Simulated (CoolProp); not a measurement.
Saturation properties of octamethyltrisiloxane (MDM) (Tc = 292.2 °C, pc = 1.438 MPa, ω = 0.528).

Computed with CoolProp (reference Helmholtz-energy equation of state, Thol 2017).

```json
[
 {"T (°C)": "95.55", "p (MPa)": "0.01691", "vapour density (kg/m³)": "1.331", "enthalpy of vaporisation (kJ/kg)": "176.6", "liquid cp (kJ/(kg K))": "1.958", "surface tension (mN/m)": "10.6"},
 {"T (°C)": "108.45", "p (MPa)": "0.02695", "vapour density (kg/m³)": "2.068", "enthalpy of vaporisation (kJ/kg)": "171.4", "liquid cp (kJ/(kg K))": "1.992", "surface tension (mN/m)": "9.56"},
 {"T (°C)": "121.35", "p (MPa)": "0.04132", "vapour density (kg/m³)": "3.100", "enthalpy of vaporisation (kJ/kg)": "166.1", "liquid cp (kJ/(kg K))": "2.027", "surface tension (mN/m)": "8.58"},
 {"T (°C)": "134.25", "p (MPa)": "0.06120", "vapour density (kg/m³)": "4.507", "enthalpy of vaporisation (kJ/kg)": "160.6", "liquid cp (kJ/(kg K))": "2.062", "surface tension (mN/m)": "7.64"},
 {"T (°C)": "147.15", "p (MPa)": "0.08794", "vapour density (kg/m³)": "6.381", "enthalpy of vaporisation (kJ/kg)": "155.0", "liquid cp (kJ/(kg K))": "2.097", "surface tension (mN/m)": "6.74"},
 {"T (°C)": "160.05", "p (MPa)": "0.1230", "vapour density (kg/m³)": "8.831", "enthalpy of vaporisation (kJ/kg)": "149.1", "liquid cp (kJ/(kg K))": "2.134", "surface tension (mN/m)": "5.87"},
 {"T (°C)": "172.95", "p (MPa)": "0.1680", "vapour density (kg/m³)": "11.99", "enthalpy of vaporisation (kJ/kg)": "142.9", "liquid cp (kJ/(kg K))": "2.172", "surface tension (mN/m)": "5.04"},
 {"T (°C)": "185.85", "p (MPa)": "0.2245", "vapour density (kg/m³)": "16.03", "enthalpy of vaporisation (kJ/kg)": "136.3", "liquid cp (kJ/(kg K))": "2.212", "surface tension (mN/m)": "4.26"},
 {"T (°C)": "198.85", "p (MPa)": "0.2952", "vapour density (kg/m³)": "21.19", "enthalpy of vaporisation (kJ/kg)": "129.2", "liquid cp (kJ/(kg K))": "2.256", "surface tension (mN/m)": "3.51"},
 {"T (°C)": "211.75", "p (MPa)": "0.3808", "vapour density (kg/m³)": "27.71", "enthalpy of vaporisation (kJ/kg)": "121.6", "liquid cp (kJ/(kg K))": "2.304", "surface tension (mN/m)": "2.81"},
 {"T (°C)": "224.65", "p (MPa)": "0.4840", "vapour density (kg/m³)": "36.01", "enthalpy of vaporisation (kJ/kg)": "113.2", "liquid cp (kJ/(kg K))": "2.360", "surface tension (mN/m)": "2.17"},
 {"T (°C)": "237.55", "p (MPa)": "0.6072", "vapour density (kg/m³)": "46.75", "enthalpy of vaporisation (kJ/kg)": "103.8", "liquid cp (kJ/(kg K))": "2.429", "surface tension (mN/m)": "1.58"},
 {"T (°C)": "250.45", "p (MPa)": "0.7533", "vapour density (kg/m³)": "61.04", "enthalpy of vaporisation (kJ/kg)": "92.96", "liquid cp (kJ/(kg K))": "2.525", "surface tension (mN/m)": "1.05"},
 {"T (°C)": "263.35", "p (MPa)": "0.9256", "vapour density (kg/m³)": "81.10", "enthalpy of vaporisation (kJ/kg)": "79.76", "liquid cp (kJ/(kg K))": "2.685", "surface tension (mN/m)": "0.600"},
 {"T (°C)": "276.25", "p (MPa)": "1.129", "vapour density (kg/m³)": "112.7", "enthalpy of vaporisation (kJ/kg)": "62.08", "liquid cp (kJ/(kg K))": "3.074", "surface tension (mN/m)": "0.238"}
]
```

It boils at 152.5 °C under 1 atm.

Surface tension comes from a separate correlation (Mulero 2014), older than this fluid's equation and unchecked against measurements.
